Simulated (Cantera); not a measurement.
What does this Cantera script print?

```python
import numpy as np
import cantera as ct

gas = ct.Solution("gri30.yaml")
gas.TPX = 1150, 500000, {'CH2O': 0.0079, 'O2': 0.042, 'N2': 1}
reactor = ct.IdealGasConstPressureReactor(gas, energy="off", clone=False)
net = ct.ReactorNet([reactor])
net.rtol, net.atol = 1e-08, 1e-18
show = ['CH2O', 'O2', 'CH4', 'OH', 'CO', 'CH2CO']
times = np.geomspace(0.0005, 100, 11)

steps = ct.SolutionArray(gas, extra=["t"])
rows = []
print(f"{'t/s':>10s}{'T/K':>9s}{'P/Pa':>11s}" + "".join(f"{s:>11s}" for s in show))
for t in times:
    while net.time < t:
        t_next = net.step()
        steps.append(gas.state, t=t_next)
    rows.append([np.interp(t, steps.t, y) for y in (steps.T, steps.P, *steps(*show).X.T)])
    print(f"{t:10.3e}{rows[-1][0]:9.1f}{rows[-1][1]:11.4g}" + "".join(f"{x:11.3e}" for x in rows[-1][2:]))
rate = np.gradient(steps.T, steps.t)
print("integrator steps:", len(steps.t))
if steps.T.max() > steps.T[0] + 200:
    print(f"time of steepest temperature rise: {steps.t[rate.argmax()]:.4e} s")
gas.TPX = 1150, 500000, {'CH2O': 0.0079, 'O2': 0.042, 'N2': 1}
gas.equilibrate("TP")
print(f"equilibrium (TP): T = {gas.T:.1f} K  " + "  ".join(f"{s} {gas[s].X[0]:.3e}" for s in show))
```

Result:

```
       t/s      T/K       P/Pa       CH2O         O2        CH4         OH         CO      CH2CO
 5.000e-04   1150.0      5e+05  6.136e-03  3.912e-02  5.300e-11  9.671e-07  1.378e-03  1.673e-12
 1.695e-03   1150.0      5e+05  2.966e-06  3.603e-02  1.326e-10  4.426e-06  6.794e-03  4.018e-12
 5.743e-03   1150.0      5e+05  7.750e-12  3.540e-02  2.570e-11  1.740e-06  5.876e-03  2.394e-13
 1.947e-02   1150.0      5e+05  1.544e-12  3.463e-02  9.514e-13  1.106e-06  4.438e-03  1.471e-15
 6.598e-02   1150.0      5e+05  3.036e-13  3.354e-02  4.664e-16  8.794e-07  2.203e-03  1.671e-19
 2.236e-01   1150.0      5e+05  7.912e-15  3.269e-02  3.068e-22  5.258e-07  4.453e-04  7.931e-24
 7.579e-01   1150.0      5e+05  1.322e-17  3.249e-02  3.054e-25  2.502e-07  3.353e-05  3.624e-25
 2.569e+00   1150.0      5e+05  3.697e-23  3.248e-02  4.131e-29  2.461e-07  9.940e-08  2.646e-27
 8.706e+00   1150.0      5e+05  1.904e-26  3.248e-02  3.597e-30  1.789e-07  9.725e-11  6.544e-28
 2.951e+01   1150.0      5e+05  1.944e-26  3.248e-02  3.635e-30  1.700e-07  9.599e-11  6.443e-28
 1.000e+02   1150.0      5e+05  1.944e-26  3.248e-02  3.560e-30  1.700e-07  9.599e-11  6.301e-28
integrator steps: 2208
equilibrium (TP): T = 1150.0 K  CH2O 1.945e-26  O2 3.245e-02  CH4 1.799e-40  OH 1.700e-07  CO 9.603e-11  CH2CO 1.046e-46
```

Model: GRI-Mech 3.0 (53 species, 325 reactions), integrated in Cantera.
